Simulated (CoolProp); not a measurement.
Vapour-liquid equilibrium of hydrogen sulfide (1) + benzene (2) at 306.6 K; x and y are mole fractions of (1).

The numbers come from the multi-fluid Helmholtz-energy mixture model, Lemmon 2006 and Thol 2012; pair parameters Bell 2016 in CoolProp.

```tsv
x	bubble pressure, mixture model (MPa)	bubble pressure, Raoult's law (MPa)	y, mixture model	y, Raoult's law
0.05	0.1267	0.1409	0.856	0.875
0.15	0.3377	0.3858	0.948	0.959
0.25	0.5480	0.6307	0.970	0.978
0.35	0.7634	0.8756	0.980	0.986
0.45	0.9880	1.120	0.986	0.991
0.55	1.224	1.365	0.990	0.994
0.65	1.474	1.610	0.993	0.996
0.75	1.738	1.855	0.995	0.998
0.85	2.015	2.100	0.997	0.999
0.95	2.310	2.345	0.999	1.000
```

The largest gap from Raoult's law is -13.1 % in bubble pressure, at x = 0.25. No azeotrope shows between x = 0.05 and 0.95.

The pair parameters rest on a limited set of measurements; away from them the model extrapolates.
